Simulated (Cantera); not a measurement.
Source: NASA polynomial tables (part measured, part estimated), evaluated in Cantera. Values are per mole of reaction as written; species without (g) are pure solids or liquids, kept so even where they would boil at 1 bar.

Q: Between 300 and 1648 K, where is each reaction favourable under standard conditions?
- Ca + 2 HCl(g) = 2 H(g) + CaCl₂
- Ca(g) + Cl₂(g) = CaCl₂
- CaCl₂ = Ca + 2 Cl(g)

A: 
- Ca + 2 HCl(g) = 2 H(g) + CaCl₂: ΔG° is -151 kJ at 300 K and -98 kJ at 1648 K; it stays negative (K > 1). ΔH° is -109 kJ and ΔS° -7 J/K at 1648 K.
- Ca(g) + Cl₂(g) = CaCl₂: ΔG° is -892 kJ at 300 K and -574 kJ at 1648 K; it stays negative (K > 1). ΔH° is -902 kJ and ΔS° -199 J/K at 1648 K.
- CaCl₂ = Ca + 2 Cl(g): ΔG° is 958 kJ at 300 K and 616 kJ at 1648 K; it stays positive (K < 1). ΔH° is 1003 kJ and ΔS° 235 J/K at 1648 K.
